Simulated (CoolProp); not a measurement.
A simple Rankine cycle with n-heptane: condensing at 327.15 K, boiler at 0.555 MPa, turbine inlet 457.3 K, turbine efficiency 0.65, pump efficiency 0.8, no recuperator. Each further row changes one setting.

Values from CoolProp's reference Helmholtz-energy equation of state, Span 2003. It is a short technical equation, of lower accuracy than the large ones.

```tsv
case	thermal efficiency (%)	net work (kJ/kg)	heat in (kJ/kg)	turbine exit temperature (K)	volume ratio over the turbine
as stated	11.7	69.5	596	417.4	26.6
turbine inlet 477.3 K	11.4	73.5	646	438.3	26.0
condensing temperature 319.15 K	12.4	76.5	615	414.1	36.7
boiler pressure 0.389 MPa	10.5	63.5	603	423.4	17.9
turbine efficiency 0.55	9.8	58.6	596	422.4	26.9
```
